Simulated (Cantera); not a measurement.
Input: 1 mol SiF4, 0.28 mol N2O, 30 mol N2, at 1025 K and 1.00 Torr.

Cantera equilibrium calculation (NASA polynomials, part measured and part estimated; ideal gas, pure solids and liquids). Candidate condensed phases: Si, SiO2, Si2N2O, Si3N4; 28 gas species. The numbers say what is thermodynamically allowed, not how fast it happens.

Base state: N2 0.964, SiF4 0.0318, O2 0.00445 (mole fractions); condensed: gas only.

Task: What changes in the equilibrium state with this change: N2O from 0.28 to 1.6 mol?

Result: 
```json
[
 {"species": "N2", "before": "0.964", "after": "0.946"},
 {"species": "SiF4", "before": "0.0318", "after": "0.0299"},
 {"species": "O2", "before": "0.00445", "after": "0.0239"},
 {"species": "NO", "before": "6.59e-6", "after": "1.51e-5"}
]
```
